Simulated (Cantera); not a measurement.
A perfectly stirred reactor is fed with CO : O₂ : H₂O : N₂ = 0.0019 : 0.023 : 0.00081 : 1 (molar parts), equivalence ratio 0.041, at 0.138 atm; it is held at 1450 K, and followed from long to short residence time.

Detailed kinetics in Cantera: GRI-Mech 3.0 (53 species, 325 reactions).

Problem. What does this change do: temperature 1450 to 1375 K?

Solution. 
| quantity | before | after |
|---|---|---|
| x(CO) at τ = 5.80 s | 2.80e-5 | 3.39e-5 |
| x(O₂) at τ = 5.80 s | 0.0215 | 0.0215 |
| x(H₂O) at τ = 5.80 s | 0.000772 | 0.000776 |
| x(O) at τ = 5.80 s | 5.56e-5 | 4.45e-5 |
| x(H) at τ = 5.80 s | 1.73e-6 | 1.43e-6 |
| x(CO) at τ = 25.0 ms | 0.000943 | 0.00107 |
| x(O₂) at τ = 25.0 ms | 0.0217 | 0.0218 |
| x(H₂O) at τ = 25.0 ms | 0.000709 | 0.000726 |
| x(O) at τ = 25.0 ms | 0.000540 | 0.000438 |
| x(H) at τ = 25.0 ms | 4.91e-5 | 4.11e-5 |

Problem. What does this change do: temperature 1450 to 950 K?

Solution. 
| quantity | before | after |
|---|---|---|
| x(CO) at τ = 5.80 s | 2.80e-5 | 0.000448 |
| x(O₂) at τ = 5.80 s | 0.0215 | 0.0217 |
| x(H₂O) at τ = 5.80 s | 0.000772 | 0.000788 |
| x(O) at τ = 5.80 s | 5.56e-5 | 9.06e-6 |
| x(H) at τ = 5.80 s | 1.73e-6 | 3.27e-7 |
| x(CO) at τ = 25.0 ms | 0.000943 | 0.00185 |
| x(O₂) at τ = 25.0 ms | 0.0217 | 0.0224 |
| x(H₂O) at τ = 25.0 ms | 0.000709 | 0.000790 |
| x(O) at τ = 25.0 ms | 0.000540 | 6.09e-11 |
| x(H) at τ = 25.0 ms | 4.91e-5 | <1e-12 |
